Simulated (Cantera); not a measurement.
A closed system holds: 1 mol trisilylamine, 1.4 mol NH₃, 18 mol N₂, equilibrated at 625 °C and 1.00 Torr.

Cantera equilibrium calculation (NASA polynomials, part measured and part estimated; ideal gas, pure solids and liquids). Candidate condensed phases: Si, Si₃N₄; 18 gas species. The feed counts by its element totals alone. The numbers say what is thermodynamically allowed, not how fast it happens.

Base state: N₂ 0.723, H₂ 0.277 (mole fractions); condensed: Si₃N₄(s).

Q: What changes in the equilibrium state with this change: temperature from 625 °C to 1827 °C?

A: 
```tsv
species	before	after
N₂	0.723	0.655
H₂	0.277	0.206
Si	<1e-9	0.0965
H	1.58e-9	0.0387
Si₂	<1e-9	0.00121
SiH	<1e-9	0.000867
Si₂N	<1e-9	0.000685
SiN	<1e-9	0.000592
Si₃	<1e-9	0.000239
Si₃N₄(s), mol	1.00	0
```
The tables' values for SiN are old estimates; treat these amounts as uncertain. Gases not in the tables: Si₂H₆ and higher silanes.
